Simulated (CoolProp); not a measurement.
Properties of tetrahydrofuran along the isotherm 231.15 °C (Tc = 267.0 °C, pc = 5304 kPa, ω = 0.234).

The numbers come from the reference Helmholtz-energy equation of state, Fiedler 2023 in CoolProp.

| p (kPa) | phase | density (kg/m³) | cp (kJ/(kg K)) | cv (kJ/(kg K)) | speed of sound (m/s) |
|---|---|---|---|---|---|
| 8.39 | gas | 0.1444 | 1.867 | 1.751 | 248.8 |
| 17.2 | gas | 0.2962 | 1.867 | 1.751 | 248.7 |
| 35.4 | gas | 0.6105 | 1.868 | 1.752 | 248.3 |
| 72.6 | gas | 1.256 | 1.871 | 1.752 | 247.7 |
| 149 | gas | 2.593 | 1.875 | 1.754 | 246.4 |
| 306 | gas | 5.397 | 1.885 | 1.756 | 243.5 |
| 629 | gas | 11.42 | 1.908 | 1.762 | 237.5 |
| 1290 | gas | 25.03 | 1.969 | 1.775 | 223.6 |
| 2650 | gas | 62.79 | 2.257 | 1.813 | 185.0 |
